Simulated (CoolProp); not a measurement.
Saturation properties of n-heptane (Tc = 268.1 °C, pc = 2.774 MPa, ω = 0.349).

Computed with CoolProp (reference Helmholtz-energy equation of state, Span 2003). It is a short technical equation, of lower accuracy than the large ones.

```json
[
 {"T (°C)": "9.05", "p (MPa)": "0.002603", "surface tension (mN/m)": "21.3", "liquid conductivity (mW/(m K))": "127"},
 {"T (°C)": "20.45", "p (MPa)": "0.004834", "surface tension (mN/m)": "20.2", "liquid conductivity (mW/(m K))": "123"},
 {"T (°C)": "31.85", "p (MPa)": "0.008492", "surface tension (mN/m)": "19.1", "liquid conductivity (mW/(m K))": "120"},
 {"T (°C)": "43.25", "p (MPa)": "0.01421", "surface tension (mN/m)": "17.9", "liquid conductivity (mW/(m K))": "117"},
 {"T (°C)": "54.65", "p (MPa)": "0.02277", "surface tension (mN/m)": "16.8", "liquid conductivity (mW/(m K))": "113"},
 {"T (°C)": "66.05", "p (MPa)": "0.03514", "surface tension (mN/m)": "15.7", "liquid conductivity (mW/(m K))": "110"},
 {"T (°C)": "77.45", "p (MPa)": "0.05242", "surface tension (mN/m)": "14.6", "liquid conductivity (mW/(m K))": "107"},
 {"T (°C)": "88.85", "p (MPa)": "0.07590", "surface tension (mN/m)": "13.6", "liquid conductivity (mW/(m K))": "104"},
 {"T (°C)": "100.25", "p (MPa)": "0.1070", "surface tension (mN/m)": "12.5", "liquid conductivity (mW/(m K))": "101"},
 {"T (°C)": "111.65", "p (MPa)": "0.1473", "surface tension (mN/m)": "11.5", "liquid conductivity (mW/(m K))": "97.8"},
 {"T (°C)": "123.05", "p (MPa)": "0.1985", "surface tension (mN/m)": "10.4", "liquid conductivity (mW/(m K))": "94.8"},
 {"T (°C)": "134.45", "p (MPa)": "0.2623", "surface tension (mN/m)": "9.43", "liquid conductivity (mW/(m K))": "92.0"}
]
```

It boils at 98.4 °C under 1 atm.

Thermal conductivity comes from a separate model (Assael 2013). Surface tension comes from a separate correlation (Mulero 2012).
